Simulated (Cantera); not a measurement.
A closed system holds: 1 mol Si, 3 mol CO2, 2.5 mol N2, equilibrated at 1.00 Torr.

Equilibrium computed with Cantera from the NASA thermochemical tables; the gas is ideal and each condensed phase is pure. Candidate condensed phases: C, Si, SiC, SiO2, Si2N2O, Si3N4; 34 gas species. The tables hold silica as quartz up to 1696 K and as liquid above; real silica turns to tridymite and cristobalite and melts near 1996 K. Equilibrium is a limit: real reactors are often held back by kinetics, nucleation or transport.

### Question
Which condensed phases are stable at each of these points (T (K)): 1400, 1425, 1450, 1475, 1500, 1525, 1550, 1575, 1600, 1625, 1650, 1675, 1700?

### Answer
```tsv
T (K)	condensed phases	Si condensed (%)
1400	SiO2(β-quartz)	100.0
1425	SiO2(β-quartz)	100.0
1450	SiO2(β-quartz)	100.0
1475	SiO2(β-quartz)	100.0
1500	SiO2(β-quartz)	100.0
1525	SiO2(β-quartz)	100.0
1550	SiO2(β-quartz)	100.0
1575	SiO2(β-quartz)	100.0
1600	SiO2(β-quartz)	100.0
1625	SiO2(β-quartz)	100.0
1650	SiO2(β-quartz)	100.0
1675	SiO2(β-quartz)	100.0
1700	SiO2(condensed)	99.9
```

From 1400 K to 1675 K the condensed part is SiO2(β-quartz). At 1700 K the condensed part is SiO2(condensed).
